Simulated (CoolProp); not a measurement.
Model: reference Helmholtz-energy equation of state, Lemmon 2006, in CoolProp. It is a short technical equation, of lower accuracy than the large ones.

Problem. For n-nonane, give the phase and the density (kg/m³), Joule-Thomson coefficient (K/MPa), viscosity (µPa s), Prandtl number at 212.35 °C and 2860 kPa.

Solution. 
- 212.35 °C and 2860 kPa: liquid; density 556, Joule-Thomson coefficient -0.0512, viscosity 140, Prandtl number 4.71

Viscosity comes from a separate model (Huber 2004). Thermal conductivity comes from a separate model (Huber 2005).
